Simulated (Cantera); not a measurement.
An isothermal, constant-pressure homogeneous reactor starts with N2O = 1 (molar parts), at 1225 K and 49000 Pa.

Cantera simulation using GRI-Mech 3.0 (53 species, 325 reactions); the numbers are that mechanism's predictions, not measurements. GRI-Mech 3.0 was tuned for natural gas; its chemistry of N2O as a main component is partial and can be far from experiment. The mechanism lacks the step 2 NO + O2 → 2 NO2, which can matter for NO2 below about 1400 K. The temperature is held fixed by assumption; the heat of reaction is taken as removed at once.

Predict: x(N2O) at 2.00 s; x(N2) at 2.00 s; x(NO2) at 2.00 s; x(O2) at 2.00 s; x(O) at 2.00 s.


| Property | Value |
|---|---|
| x(N2O) at 2.00 s | 0.323 (gas-phase equilibrium 1.22e-8) |
| x(N2) at 2.00 s | 0.427 (gas-phase equilibrium 0.667) |
| x(NO2) at 2.00 s | 0.000258 (gas-phase equilibrium 3.63e-6) |
| x(O2) at 2.00 s | 0.201 (gas-phase equilibrium 0.333) |
| x(O) at 2.00 s | 1.92e-6 (gas-phase equilibrium 3.49e-8) |
